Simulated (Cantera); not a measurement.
# Silicon nitride deposition: trisilylamine + NH3 + H2

Feed: 1 mol trisilylamine, 9.5 mol NH3, 0.49 mol H2, at 0.00110 bar.

Cantera equilibrium calculation (NASA polynomials, part measured and part estimated; ideal gas, pure solids and liquids). Candidate condensed phases: Si, Si3N4; 18 gas species. The feed counts by its element totals alone. Mutual solubility and eutectic melting of coexisting phases are not modelled. The tables' values for SiN are old estimates; treat these amounts as uncertain. Gases not in the tables: Si2H6 and higher silanes. The numbers say what is thermodynamically allowed, not how fast it happens.

At 1523 K the condensed part is Si3N4(s). At 1573 K the condensed part is Si(s) + Si3N4(s). From 1623 K to 1673 K the condensed part is Si(s). From 1723 K to 1823 K the condensed part is Si(l). The main Si-bearing gas is Si throughout.

```csv
T (K),x H2,x N2,x H,x Si,x SiH,n Si3N4(s),n Si(s),n Si(l)
1523,0.855,0.144,0.000644,9.85e-6,8.83e-7,1.000,0,0
1573,0.830,0.169,0.00112,5.00e-5,3.64e-6,0.663,1.01,0
1623,0.784,0.214,0.00185,0.000142,8.38e-6,0,3.00,0
1673,0.783,0.214,0.00304,0.000380,1.88e-5,0,2.99,0
1723,0.781,0.214,0.00486,0.000894,3.77e-5,0,0,2.98
1773,0.777,0.213,0.00756,0.00194,6.99e-5,0,0,2.95
1823,0.772,0.212,0.0115,0.00402,0.000125,0,0,2.89
```
x: gas mole fraction; n: condensed amount in mol.
